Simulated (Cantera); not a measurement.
A closed system holds: 1 mol SiCl4, 2 mol HCl, 0.92 mol H2, held at 13300 Pa.

Method: chemical equilibrium by Gibbs-energy minimisation in Cantera with the NASA 1993 tables (ideal gas, pure condensed phases). Candidate condensed phases: Si; 19 gas species. The tables' values for SiCl3 are old estimates; treat these amounts as uncertain. Equilibrium is a limit: real reactors are often held back by kinetics, nucleation or transport. All values below are at 877 °C.

Base state: HCl 0.514, SiCl4 0.251, H2 0.232, SiHCl3 0.00230, SiCl3 0.00121, SiCl2 6.42e-5 (mole fractions); condensed: gas only.

Problem. What changes in the equilibrium state with this change: HCl from 2 to 0.55 mol?

Solution. 
| species | before | after |
|---|---|---|
| SiCl4 | 0.251 | 0.386 |
| H2 | 0.232 | 0.356 |
| HCl | 0.514 | 0.240 |
| SiHCl3 | 0.00230 | 0.0116 |
| SiH2Cl2 | 2.65e-6 | 4.41e-5 |
| SiCl2 | 6.42e-5 | 0.000695 |
| SiCl3 | 0.00121 | 0.00495 |
